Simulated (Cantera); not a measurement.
# Equilibrium for silicon nitride deposition: SiHCl3 + N2 + H2

Input: 1 mol SiHCl3, 6.6 mol N2, 4.9 mol H2, at 0.0488 Torr.

Cantera equilibrium calculation (NASA polynomials, part measured and part estimated; ideal gas, pure solids and liquids). Candidate condensed phases: NH4Cl, Si, Si3N4; 28 gas species. N2 is the only nitrogen source here; it is nearly inert below about 1500 K, so the nitride shown seldom forms there in practice. The tables' values for SiCl, SiCl3, SiN are old estimates; treat these amounts as uncertain. Rates play no part.

```
T (K)  log p N2  log p H2  log p HCl  log p SiCl2  log p H  log p Si  n Si3N4(s)  n Si(s)
-----  --------  --------  ---------  -----------  -------  --------  ----------  -------
1148      -4.52     -4.70      -4.83        -7.12    -9.50    -15.24       0.326        0
1198      -4.52     -4.70      -4.84        -6.64    -9.07    -13.92       0.315        0
1248      -4.52     -4.69      -4.86        -6.23    -8.68    -12.71       0.292        0
1298      -4.52     -4.68      -4.91        -5.91    -8.31    -11.60       0.249        0
1348      -4.51     -4.67      -4.98        -5.68    -7.97    -10.57       0.190        0
1398      -4.51     -4.65      -5.07        -5.52    -7.65     -9.61       0.125        0
1448      -4.50     -4.64      -5.17        -5.41    -7.36     -8.72      0.0637        0
1498      -4.50     -4.64      -5.25        -5.36    -7.08     -8.00           0   0.0838
1548      -4.50     -4.64      -5.26        -5.36    -6.83     -7.50           0   0.0707
1598      -4.50     -4.64      -5.26        -5.35    -6.59     -7.03           0   0.0490
1648      -4.50     -4.64      -5.27        -5.36    -6.37     -6.59           0  0.00450
1698      -4.50     -4.65      -5.24        -5.39    -6.16     -6.29           0        0
1748      -4.51     -4.66      -5.20        -5.43    -5.97     -6.07           0        0
1798      -4.51     -4.68      -5.15        -5.50    -5.80     -5.89           0        0
```
log p: log10 of the partial pressure in bar; n: condensed amount in mol.

From 1148 K to 1448 K the condensed part is Si3N4(s). From 1498 K to 1648 K the condensed part is Si(s). From 1698 K to 1798 K nothing is condensed. The main Si-bearing gas is SiCl2 throughout.
